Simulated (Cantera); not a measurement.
An isothermal, constant-pressure homogeneous reactor starts with 29.4 % NO, 70.6 % N₂, at 1748 K and 0.190 bar.

Detailed kinetics in Cantera: GRI-Mech 3.0 (53 species, 325 reactions).

x: mole fraction; the columns are a selection and need not sum to one.

| t (s) | x NO | x O₂ | x N₂O | x O | x N₂ | x NO₂ |
|---|---|---|---|---|---|---|
| 4.00e-6 | 0.294 | <1e-12 | (withheld) | 9.39e-9 | 0.706 | 2.70e-11 |
| 2.55e-5 | 0.294 | 1.60e-11 | (withheld) | 5.90e-8 | 0.706 | 1.08e-9 |
| 0.000163 | 0.294 | 6.17e-10 | (withheld) | 3.44e-7 | 0.706 | 4.09e-8 |
| 0.00104 | 0.294 | 2.11e-8 | (withheld) | 1.42e-6 | 0.706 | 1.10e-6 |
| 0.00663 | 0.294 | 1.10e-6 | (withheld) | 4.44e-6 | 0.706 | 1.27e-5 |
| 0.0423 | 0.294 | 6.48e-5 | 3.20e-5 | 1.02e-5 | 0.706 | 3.99e-5 |
| 0.270 | 0.293 | 0.000641 | 3.34e-5 | 1.13e-5 | 0.707 | 4.45e-5 |
| 1.72 | 0.285 | 0.00430 | 3.15e-5 | 1.53e-5 | 0.710 | 6.18e-5 |
| 11.0 | 0.243 | 0.0255 | (withheld) | 2.90e-5 | 0.731 | 0.000106 |
| 70.0 | 0.103 | 0.0953 | (withheld) | 5.28e-5 | 0.801 | 8.50e-5 |

Q: What belongs in the gaps?

A: 
- 4.00e-6, x N₂O: 9.41e-9
- 2.55e-5, x N₂O: 6.00e-8
- 0.000163, x N₂O: 3.81e-7
- 0.00104, x N₂O: 2.36e-6
- 0.00663, x N₂O: 1.25e-5
- 11.0, x N₂O: 2.23e-5
- 70.0, x N₂O: 3.92e-6
